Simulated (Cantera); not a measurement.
Feed: 1 mol Cu, 0.74 mol O₂, 9.6 mol N₂, equilibrated at 623.15 K and 74.0 mbar.

Method: chemical equilibrium by Gibbs-energy minimisation in Cantera with the NASA 1993 tables (ideal gas, pure condensed phases). Candidate condensed phases: Cu, CuO, Cu₂O; 12 gas species. Kinetics and transport are ignored.

Problem. What is the equilibrium state?

Solution. 
```json
{
  "x(N₂)": "0.976",
  "x(O₂)": "0.0244",
  "n(CuO(s))": "1.00 mol",
  "gas_amount": "9.840 mol",
  "log10 activity of Cu(s) (absent)": "-6.91"
}
```
